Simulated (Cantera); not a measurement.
Cantera run:

```python
import numpy as np
import cantera as ct

gas_names = """
    C CH CH2 CH3 CH2OH CH3O CH4 CH3OH CN CO CO2 COOH C2 C2H CHCO,ketyl C2H2,acetylene C2H2,vinylidene
    CH2CO,ketene C2H3,vinyl CH3CN CH3CO,acetyl C2H4 C2H4O,ethylen CH3CHO,ethanal CH3COOH (HCOOH)2 C2H5
    C2H6 CH3OCH3 C2H5OH CCN CNC C2N2 C2O C3 C3H3,propargyl C3H4,allene C3H4,propyne C3H4,cyclo-
    C3H5,allyl C3H6,propylene C3H6,cyclo- C3H6O C3H7,n-propyl C3H7,i-propyl C3H8 C3H8O,1propanol
    C3H8O,2propanol C3O2 C4 C4H2 C4H4,1,3-cyclo- C4H6,butadiene C4H6,2-butyne C4H6,cyclo- C4H8,1-butene
    C4H8,cis2-buten C4H8,tr2-butene C4H8,isobutene C4H8,cyclo- (CH3COOH)2 C4H9,n-butyl C4H9,i-butyl
    C4H9,s-butyl C4H9,t-butyl C4H10,isobutane C4H10,n-butane C4N2 C5 C5H6,1,3cyclo- C5H8,cyclo-
    C5H10,1-pentene C5H10,cyclo- C5H11,pentyl C5H11,t-pentyl C5H12,n-pentane C5H12,i-pentane
    CH3C(CH3)2CH3 C6H2 C6H5,phenyl C6H5O,phenoxy C6H6 C6H5OH,phenol C6H10,cyclo- C6H12,1-hexene
    C6H12,cyclo- C6H13,n-hexyl C7H7,benzyl C7H8 C7H8O,cresol C7H14,1-heptene C7H15,n-heptyl
    C7H16,n-heptane C8H8,styrene C8H10,ethylbenz C8H16,1-octene C8H17,n-octyl C8H18,isooctane
    C8H18,n-octane C9H19,n-nonyl C10H8,naphthale C10H21,n-decyl C12H9,o-bipheny C12H10,bipheny Fe FeC5O5
    FeO Fe(OH)2 H HCN HCO HCCN HNC HNCO HNO HNO2 HNO3 HO2 H2 HCHO,formaldehy HCOOH H2O H2O2 N NCO NH NH2
    NH3 NH2OH NO NO2 NO3 N2 N2H2 N2H4 N2O O OH O2 O3
""".split()
cond_names = """
    C(gr) C6H6(L) C7H8(L) C8H18(L),n-octa Fe(a) Fe(c) Fe(d) Fe(L) FeC5O5(L) FeO(s) FeO(L) Fe(OH)2(s)
    Fe(OH)3(s) Fe2O3(s) Fe3O4(s) H2O(s) H2O(L)
""".split()


def load(file, names, dense=False):
    # The tables refer to 1 bar. Condensed volumes are neglected.
    table = {s.name: s for s in ct.Species.list_from_file(file)}
    out = []
    for n in names:
        d = dict(table[n].input_data)
        d["thermo"] = dict(d["thermo"], **{"reference-pressure": 1e5})
        if dense:
            d["equation-of-state"] = {"model": "constant-volume", "density": "1e6 g/cm^3"}
        out.append(ct.Species.from_dict(d))
    return out


gas = ct.Solution(thermo="ideal-gas", species=load("nasa_gas.yaml", gas_names))
cond = {s.name: ct.Solution(thermo="fixed-stoichiometry", species=[s], name=s.name)
        for s in load("nasa_condensed.yaml", cond_names, dense=True)}
atoms = {
    'Fe(CO)5': {'Fe': 1, 'C': 5, 'O': 5},
    'H2': {'H': 2},
    'N2': {'N': 2},
}
top_T = {'C(gr)': 4500, 'Fe2O3(s)': 1830, 'Fe3O4(s)': 1870}  # K; cautious upper limits of use, not melting points


def equilibrate(T, P, feed):
    n = {}
    for name, mol in feed.items():
        for a, k in atoms[name].items():
            n[a] = n.get(a, 0.0) + k * mol
    gas.TPX = T, P, n
    mass = sum(n.values()) * gas.mean_molecular_weight
    gas.equilibrate("TP")
    valid = [c for c in cond.values() if c.min_temp <= T <= top_T.get(c.name, c.max_temp)]
    mix = ct.Mixture([(gas, mass / gas.mean_molecular_weight)] + [(c, 0.0) for c in valid])
    mix.T, mix.P = T, P
    mix.equilibrate("TP", solver="gibbs", rtol=1e-10, max_steps=50000)
    return mix


results = []
feed = {'Fe(CO)5': 1, 'H2': 0.037, 'N2': 19}  # mol
T = 1125  # K
P = 490000  # Pa
mix = equilibrate(T, P, feed)
results.append((T, P, feed, dict(zip(mix.species_names, mix.species_moles))))
x = sorted(zip(gas.X, gas.species_names), reverse=True)
print(f"T = {T:g} K  P = {P:g} Pa  gas = {mix.phase_moles(0):.4g} mol")
print("   x: " + "  ".join(f"{s} {v:.3e}" for v, s in x if v > 1e-06))
print("   condensed (mol): " + ("  ".join(f"{mix.phase(i).name} {mix.phase_moles(i):.4g}"
      for i in range(1, mix.n_phases) if mix.phase_moles(i) > 1e-12) or "none"))
```

Output:

```
T = 1125 K  P = 490000 Pa  gas = 23.79 mol
   x: N2 7.986e-01  CO 1.895e-01  CO2 1.029e-02  H2 1.466e-03  H2O 8.757e-05  HCN 1.051e-06
   condensed (mol): C(gr) 0.2468  Fe(a) 1
```

Equilibrium computed with Cantera from the NASA thermochemical tables; the gas is ideal and each condensed phase is pure. Condensed phases not in the tables: cementite and carbon dissolved in iron.
